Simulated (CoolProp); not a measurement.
Vapour-liquid equilibrium of carbon dioxide (1) + CH2F2 (R32) (2) at 1.09 MPa; x and y are mole fractions of (1).

Model: multi-fluid Helmholtz-energy mixture model, Span 1996 and Tillner-Roth 1997; pair parameters Bell 2016, in CoolProp.

Task: Give the bubble temperature and the first vapour's composition at x = 0.05, 0.5, 0.95. Is there an azeotrope?

Result: x = 0.05: 278.2 K, y = 0.147; x = 0.5: 250.6 K, y = 0.798; x = 0.95: 236.6 K, y = 0.986. No azeotrope shows between x = 0.05 and 0.95.

Pair parameters are fitted to limited data, so mixtures are less certain than the pure fluids.
